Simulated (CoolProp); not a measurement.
The numbers come from the reference Helmholtz-energy equation of state, Lemmon 2006 in CoolProp. It is a short technical equation, of lower accuracy than the large ones.

Problem. For CH3F (R41), give the phase and the cp (kJ/(kg K)), expansivity (1/kK) at 104.25 °C and 24200 kPa; 104.25 °C and 26800 kPa.

Solution. 
- 104.25 °C and 24200 kPa: supercritical; cp 2.64, expansivity 6.01
- 104.25 °C and 26800 kPa: supercritical; cp 2.53, expansivity 5.24
